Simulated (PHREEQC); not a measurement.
Make-up at 72 °C: 0.034 mol NH4HF2, 0.0003 mol H2SiF6 and 4.6e-05 mol H3AsO4 per kg of water. Closed to the air; pH follows from the charge balance.

Model: ion-association model, wateq4f.dat, run in PHREEQC.

Q: The ionic strength comes out as 0.0347 mol/kgw. What activity coefficients do HF2-, SiF6-2, F-, NH4+, H+ get?

A: HF2- 0.82, SiF6-2 0.48, F- 0.82, NH4+ 0.83, H+ 0.86.

No solid was allowed to form. Away from 25 °C the constants follow the database's enthalpies or fits; those with neither stay at their 25 °C values. SiF6-2 is the database's only silicon fluoride.
